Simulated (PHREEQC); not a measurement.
Solution (5.7 °C): 130 mmol/kgw ZnCl2, 6.5 mmol/kgw NaOH and 123 mmol/kgw HCl. Closed to the air; pH follows from the charge balance.

Model: ion-association model, wateq4f.dat, run in PHREEQC.

No solid was allowed to form.

Task: Order these Zn species by the share of Zn that they hold, largest first: Zn+2, ZnCl2, ZnCl4-2, ZnCl3-, ZnCl+.

Result: Zn+2 (89 %), ZnCl+ (9.1 %), ZnCl2 (1.2 %), ZnCl3- (0.50 %), ZnCl4-2 (0.15 %)

The pH is 1.05 and the ionic strength 0.482 mol/kgw. Species that the database lacks are ignored. At this temperature some constants are extrapolated from 25 °C, and those without enthalpy data are left unchanged.
